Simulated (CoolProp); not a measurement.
A simple Rankine cycle with hexamethyldisiloxane (MM): condensing at 296.15 K, boiler at 0.173 MPa, turbine inlet 398.2 K, turbine efficiency 0.85, pump efficiency 0.8, no recuperator. Each further row changes one setting.

Values from CoolProp's reference Helmholtz-energy equation of state, Thol 2016.

```json
[
 {"case": "as stated", "thermal efficiency (%)": "14.5", "net work (kJ/kg)": "56.1", "heat in (kJ/kg)": "388", "turbine exit temperature (K)": "361.5", "volume ratio over the turbine": "34.1"},
 {"case": "turbine inlet 418.2 K", "thermal efficiency (%)": "…", "net work (kJ/kg)": "59.4", "heat in (kJ/kg)": "425", "turbine exit temperature (K)": "…", "volume ratio over the turbine": "33.7"},
 {"case": "condensing temperature 288.15 K", "thermal efficiency (%)": "…", "net work (kJ/kg)": "62.6", "heat in (kJ/kg)": "403", "turbine exit temperature (K)": "…", "volume ratio over the turbine": "51.7"},
 {"case": "boiler pressure 0.121 MPa", "thermal efficiency (%)": "13.1", "net work (kJ/kg)": "51.2", "heat in (kJ/kg)": "390", "turbine exit temperature (K)": "365.8", "volume ratio over the turbine": "23.4"},
 {"case": "turbine efficiency 0.75", "thermal efficiency (%)": "12.7", "net work (kJ/kg)": "49.5", "heat in (kJ/kg)": "388", "turbine exit temperature (K)": "…", "volume ratio over the turbine": "34.5"}
]
```

### Question
Complete the blanks.

### Answer

- turbine inlet 418.2 K, thermal efficiency (%): 14.0
- turbine inlet 418.2 K, turbine exit temperature (K): 381.3
- condensing temperature 288.15 K, thermal efficiency (%): 15.5
- condensing temperature 288.15 K, turbine exit temperature (K): 357.5
- turbine efficiency 0.75, turbine exit temperature (K): 365.5
